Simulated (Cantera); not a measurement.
Charge: 1 mol SiCl₄, 9.6 mol O₃, held at 250 °C and 13.3 mbar.

Method: chemical equilibrium by Gibbs-energy minimisation in Cantera with the NASA 1993 tables (ideal gas, pure condensed phases). Candidate condensed phases: Si, SiO₂; 15 gas species. Kinetics and transport are ignored.

Base state: O₂ 0.870, Cl₂ 0.130 (mole fractions); condensed: SiO₂(α-quartz).

Problem. What changes in the equilibrium state with this change: temperature from 250 °C to 1377 °C?

Solution. 
| species | before | after |
|---|---|---|
| O₂ | 0.870 | 0.787 |
| Cl | 1.65e-9 | 0.190 |
| Cl₂ | 0.130 | 0.0224 |
| ClO | <1e-9 | 0.000401 |
| O | <1e-9 | 0.000199 |
| SiO₂(α-quartz), mol | 1.00 | 0 |
| SiO₂(β-quartz), mol | 0 | 1.00 |
The tables hold silica as quartz up to 1696 K and as liquid above; real silica turns to tridymite and cristobalite and melts near 1996 K.
